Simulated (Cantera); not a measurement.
Input: 1 mol B₂O₃, 1.4 mol BCl₃, 21 mol N₂, equilibrated at 0.0780 bar.

These are equilibrium values from Cantera (NASA tables, ideal gas, pure condensed phases), not measurements of a reactor. Candidate condensed phases: B, BN, B₂O₃; 25 gas species. N₂ is the only nitrogen source here; it is nearly inert below about 1500 K, so the nitride shown seldom forms there in practice. Mutual solubility and eutectic melting of coexisting phases are not modelled. The tables' values for BOCl, BCl₂ are old estimates; treat these amounts as uncertain. Kinetics and transport are ignored.

log p: log10 of the partial pressure in bar; n: condensed amount in mol.

```
T (K)  log p N₂  log p BCl₃  log p B₃O₃Cl₃  log p BOCl  log p Cl  log p B₂O₃  n B₂O₃(l)   n BN(s)
-----  --------  ----------  -------------  ----------  --------  ----------  ---------  --------
800       -1.14       -2.36          -3.27      -10.25     -9.97        <-13      0.845         0
875       -1.14       -2.38          -3.18       -8.96     -9.00        <-13      0.810         0
950       -1.14       -2.39          -3.11       -7.88         ?           ?      0.777         0
1025      -1.14       -2.40          -3.06       -6.96     -7.48      -10.97      0.749         0
1100      -1.14       -2.41          -3.02       -6.17         ?           ?      0.724         0
1175      -1.14       -2.42          -2.98       -5.48     -6.35       -8.40      0.702         0
1250      -1.14       -2.42          -2.96       -4.88     -5.88       -7.36      0.683         0
1325      -1.14       -2.43          -2.94       -4.34     -5.46       -6.44      0.665         0
1400      -1.14       -2.44          -2.92       -3.87     -5.09       -5.62      0.644  0.000705
```

**Question.** Some entries are withheld; supply them.

**Answer.** 
- 1100, log p Cl: -6.88
- 1100, log p B₂O₃: -9.59
- 950, log p Cl: -8.18
- 950, log p B₂O₃: -12.57
